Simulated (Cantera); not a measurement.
An isothermal, constant-pressure homogeneous reactor starts with H₂ : O₂ : N₂ = 1.3 : 1 : 0.85 (molar parts), equivalence ratio 0.65, at 1200 K and 0.410 bar.

Cantera simulation using GRI-Mech 3.0 (53 species, 325 reactions); the numbers are that mechanism's predictions, not measurements. The temperature is held fixed by assumption; the heat of reaction is taken as removed at once.

One state of this run: x H₂ = 1.67e-6; x O₂ = 0.140; x NO = 3.88e-6; x OH = 5.49e-5; x HO₂ = 2.31e-7. x: mole fraction; the columns are a selection and need not sum to one.

Task: Which value of t (s) does it belong to?
A. 6.00
B. 0.0245
C. 0.000626
D. 0.00979

Result: D, 0.00979
